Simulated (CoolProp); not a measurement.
A single-stage vapour-compression cycle with the fluid: evaporating at 315.15 K (dew point), condensing at 340.15 K (bubble point), superheat 10 K, subcooling 5 K, compressor efficiency 0.7, no pressure losses. The same conditions are run with several fluids, on thermodynamics alone (safety and materials aside).

The numbers come from the reference Helmholtz-energy equation of state of each fluid (neopentane: Lemmon 2006; isobutene: Lemmon 2005; isohexane: Lemmon 2006; R152A: Outcalt 1996; n-butane: Bücker 2006; R1132(E): Akasaka 2024) in CoolProp.

```json
[
 {"fluid": "neopentane", "cooling COP": "8.13", "pressure ratio": "1.91", "discharge temperature (K)": "(withheld)", "refrigerating effect (kJ/kg)": "258", "volumetric capacity (kJ/m³)": "(withheld)"},
 {"fluid": "isobutene", "cooling COP": "8.08", "pressure ratio": "1.86", "discharge temperature (K)": "352.8", "refrigerating effect (kJ/kg)": "307", "volumetric capacity (kJ/m³)": "3540"},
 {"fluid": "isohexane", "cooling COP": "8.38", "pressure ratio": "2.29", "discharge temperature (K)": "346.8", "refrigerating effect (kJ/kg)": "(withheld)", "volumetric capacity (kJ/m³)": "548"},
 {"fluid": "R152A", "cooling COP": "7.74", "pressure ratio": "(withheld)", "discharge temperature (K)": "361.3", "refrigerating effect (kJ/kg)": "232", "volumetric capacity (kJ/m³)": "6510"},
 {"fluid": "n-butane", "cooling COP": "8.13", "pressure ratio": "1.89", "discharge temperature (K)": "350.8", "refrigerating effect (kJ/kg)": "310", "volumetric capacity (kJ/m³)": "2950"},
 {"fluid": "R1132(E)", "cooling COP": "6.40", "pressure ratio": "1.72", "discharge temperature (K)": "363.5", "refrigerating effect (kJ/kg)": "154", "volumetric capacity (kJ/m³)": "12500"}
]
```

Question: Complete the blanks.

Answer: 
- neopentane, discharge temperature (K): 346.2
- neopentane, volumetric capacity (kJ/m³): 2140
- isohexane, refrigerating effect (kJ/kg): 306
- R152A, pressure ratio: 1.84
